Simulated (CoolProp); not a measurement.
Vapour-liquid equilibrium of CH2F2 (R32) (1) + R125 (2) at 40.2 kPa; x and y are mole fractions of (1).

The numbers come from the multi-fluid Helmholtz-energy mixture model, Tillner-Roth 1997 and Lemmon 2005; pair parameters Lemmon 2004 in CoolProp.

```tsv
x	bubble temperature, mixture model (K)	bubble temperature, Raoult's law (K)	y, mixture model	y, Raoult's law
0.05	207.7	207.7	0.064	0.059
0.125	207.3	207.5	0.156	0.146
0.2	206.9	207.3	0.245	0.230
0.275	206.6	207.0	0.329	0.312
0.35	206.2	206.8	0.409	0.392
0.425	205.9	206.6	0.484	0.470
0.5	205.7	206.3	0.555	0.545
0.575	205.4	206.1	0.622	0.618
0.65	205.2	205.9	0.687	0.690
0.725	205.1	205.7	0.751	0.760
0.8	204.9	205.5	0.814	0.827
0.875	204.9	205.3	0.879	0.893
0.95	204.9	205.0	0.948	0.958
```

The largest gap from Raoult's law is -0.7 K in bubble temperature, at x = 0.575. y crosses x between x = 0.875 and 0.95: the model has an azeotrope there.

Pair parameters are fitted to limited data, so mixtures are less certain than the pure fluids.
